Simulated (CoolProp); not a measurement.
Vapour-liquid equilibrium of diethyl ether (1) + benzene (2) at 370.7 K; x and y are mole fractions of (1).

The numbers come from the multi-fluid Helmholtz-energy mixture model, Thol 2014 and Thol 2012; pair parameters Bell 2016 in CoolProp.

| x | bubble pressure (kPa) | y at the bubble point | dew pressure at overall composition x (kPa) | liquid density (mol/L) |
|---|---|---|---|---|
| 0.05 | 189.9 | 0.151 | 175.1 | 10.07 |
| 0.15 | 232.5 | 0.370 | 189.8 | 9.891 |
| 0.25 | 275.2 | 0.522 | 207.1 | 9.712 |
| 0.35 | 318.3 | 0.635 | 227.9 | 9.532 |
| 0.45 | 362.0 | 0.724 | 253.3 | 9.349 |
| 0.55 | 406.4 | 0.794 | 284.8 | 9.164 |
| 0.65 | 451.6 | 0.853 | 324.8 | 8.975 |
| 0.75 | 497.7 | 0.903 | 377.4 | 8.782 |
| 0.85 | 545.0 | 0.945 | 448.9 | 8.583 |
| 0.95 | 593.5 | 0.983 | 550.6 | 8.377 |

No azeotrope shows between x = 0.05 and 0.95.

Pair parameters are fitted to limited data, so mixtures are less certain than the pure fluids.
